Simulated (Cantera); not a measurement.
Thermodynamics of nitride etching, feed BN + H2 + H2O

Input: 1 mol BN, 35 mol H2, 13 mol H2O, held at 0.0880 bar.

Method: chemical equilibrium by Gibbs-energy minimisation in Cantera with the NASA 1993 tables (ideal gas, pure condensed phases). Candidate condensed phases: B, BN, B2O3, B3O3H3, H2O; 39 gas species. Gases not in the tables: H3BO3. Kinetics and transport are ignored.

From 527 °C to 1127 °C the condensed part is B2O3(l). From 1327 °C to 1727 °C nothing is condensed.

| T (°C) | log p H2 | log p H2O | log p HBO2 | log p N2 | log p H | n B2O3(l) |
|---|---|---|---|---|---|---|
| 527 | -1.18 | -1.69 | -7.73 | -3.04 | -12.13 | 0.275 |
| 727 | -1.18 | -1.68 | -5.42 | -3.04 | -9.23 | 0.430 |
| 927 | -1.18 | -1.68 | -3.92 | -3.04 | -7.29 | 0.438 |
| 1127 | -1.18 | -1.70 | -2.88 | -3.05 | -5.90 | 0.117 |
| 1327 | -1.18 | -1.70 | -2.75 | -3.05 | -4.86 | 0 |
| 1527 | -1.18 | -1.70 | -2.76 | -3.05 | -4.04 | 0 |
| 1727 | -1.19 | -1.70 | -2.76 | -3.05 | -3.38 | 0 |
log p: log10 of the partial pressure in bar; n: condensed amount in mol.
